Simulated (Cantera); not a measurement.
An adiabatic, constant-pressure homogeneous reactor starts with CH₄ : C₂H₆ : O₂ : N₂ = 1 : 0.096 : 1.95 : 7.32 (molar parts), equivalence ratio 1.2, at 1500 K and 10.0 bar.

Model: GRI-Mech 3.0 (53 species, 325 reactions), integrated in Cantera.

Task: Predict: time of steepest temperature rise; temperature at 0.400 s; equilibrium temperature; x(O₂) at 0.400 s; x(OH) at 0.400 s; x(HCN) at 0.400 s; x(NO) at 0.400 s.

Result: 
| Item | Result |
|---|---|
| time of steepest temperature rise | 63.9 µs |
| temperature at 0.400 s | 2917 K |
| equilibrium temperature | 2917 K |
| x(O₂) at 0.400 s | 0.00403 (gas-phase equilibrium 0.00403) |
| x(OH) at 0.400 s | 0.0121 (gas-phase equilibrium 0.0121) |
| x(HCN) at 0.400 s | 2.85e-8 (gas-phase equilibrium 2.85e-8) |
| x(NO) at 0.400 s | 0.00548 (gas-phase equilibrium 0.00548) |
